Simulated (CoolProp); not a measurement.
Chloromethane (R40) along the isotherm 500 K: density (kg/m³) from the reference equation and from simpler models built on Tc = 418.6 K, pc = 69.29 bar, ω = 0.150; each cubic takes its own stable root.

The numbers come from the reference Helmholtz-energy equation of state, Thol 2014 in CoolProp.

```tsv
p (bar)	phase	reference
8	gas	9.949
16	gas	20.40
24	gas	31.39
32	gas	43.00
40	gas	55.29
48	gas	68.33
56	gas	82.21
64	gas	97.05
72	supercritical	112.9
80	supercritical	130.0
87.9	supercritical	148.1
95.9	supercritical	167.9
104	supercritical	189.3
```

Question: How far does each simpler model (van der Waals, Redlich-Kwong, Soave-Redlich-Kwong) lie from the reference over these 13 states: mean and median of the absolute difference, and the worst?

Answer: 
- van der Waals: mean 1.6 %, median 0.3 %, worst +6.6 % at 500 K and 104 bar
- Redlich-Kwong: mean 0.2 %, median 0.2 %, worst +0.6 % at 500 K and 104 bar
- Soave-Redlich-Kwong: mean 1.8 %, median 1.5 %, worst -4.5 % at 500 K and 104 bar
